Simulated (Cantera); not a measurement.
Tantalum, niobium, vanadium and zirconium in process gases: Zr + H2O + N2

Charge: 1 mol Zr, 0.11 mol H2O, 0.6 mol N2, held at 410000 Pa.

Equilibrium computed with Cantera from the NASA thermochemical tables; the gas is ideal and each condensed phase is pure. Candidate condensed phases: H2O, Zr, ZrN, ZrO2; 28 gas species. Mutual solubility and eutectic melting of coexisting phases are not modelled. ZrN: taken at fixed stoichiometry. Condensed phases not in the tables: solid solutions among these carbides, nitrides and lower oxides. The numbers say what is thermodynamically allowed, not how fast it happens.

```csv
T (K),x N2,x H2,x H,x NH3,x H2O,n ZrN(s),n ZrO2(monoclinic),n ZrO2(tetragonal)
1473,0.537,0.463,4.25e-6,6.37e-5,1.34e-5,0.945,0.0550,0
1498,0.537,0.463,5.78e-6,5.90e-5,1.56e-5,0.945,0,0.0550
1523,0.537,0.463,7.77e-6,5.48e-5,1.81e-5,0.945,0,0.0550
1548,0.537,0.463,1.03e-5,5.10e-5,2.08e-5,0.945,0,0.0550
1573,0.537,0.463,1.37e-5,4.75e-5,2.38e-5,0.945,0,0.0550
1598,0.537,0.463,1.79e-5,4.44e-5,2.72e-5,0.945,0,0.0550
1623,0.537,0.463,2.32e-5,4.16e-5,3.09e-5,0.945,0,0.0550
1648,0.537,0.463,2.99e-5,3.91e-5,3.49e-5,0.945,0,0.0550
1673,0.537,0.463,3.83e-5,3.67e-5,3.94e-5,0.945,0,0.0550
1698,0.537,0.463,4.86e-5,3.46e-5,4.43e-5,0.945,0,0.0550
1723,0.537,0.463,6.13e-5,3.27e-5,4.96e-5,0.945,0,0.0550
1748,0.537,0.463,7.68e-5,3.09e-5,5.53e-5,0.945,0,0.0550
```
x: gas mole fraction; n: condensed amount in mol.

At 1473 K the condensed part is ZrN(s) + ZrO2(monoclinic). From 1498 K to 1748 K the condensed part is ZrN(s) + ZrO2(tetragonal).
